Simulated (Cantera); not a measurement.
Feed: 1 mol MgO, 0.26 mol O₂, held at 1000 K and 0.100 bar.

Cantera equilibrium calculation (NASA polynomials, part measured and part estimated; ideal gas, pure solids and liquids). Candidate condensed phases: Mg, MgO; 6 gas species. Kinetics and transport are ignored.

Base state: O₂ 1.00 (mole fractions); condensed: MgO(s).

Q: What changes in the equilibrium state with this change: MgO replaced by MgCO₃?

A: 
| species | before | after |
|---|---|---|
| CO₂ | 0 | 0.794 |
| O₂ | 1.00 | 0.206 |
| MgO(s), mol | 1.00 | 1.00 |
Further candidate phases: C, MgCO₃.
